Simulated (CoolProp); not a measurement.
CH2F2 (R32) at 298.15 K and 3.28 MPa flows at 1 m/s in a round tube of 100 mm bore and 45 µm roughness, fully developed (64/Re and Nu = 3.66 if laminar; Colebrook and Gnielinski if turbulent). Each further row changes one setting.

Model: reference Helmholtz-energy equation of state, Tillner-Roth 1997, in CoolProp.

```csv
case,Reynolds number,Darcy friction factor,pressure drop (Pa/m),heat-transfer coefficient (W/(m² K)),mass flow (kg/h)
as stated,843000,0.0170,82.3,3190,27500
velocity 2 m/s,1690000,0.0166,323,6280,54900
diameter 200 mm,1690000,0.0146,35.5,2790,110000
```

Viscosity comes from a separate model (Bell 2016), an estimate that may be off by 10 % or more. Thermal conductivity comes from a separate model (Huber 2003), an estimate that may be off by 10 % or more.
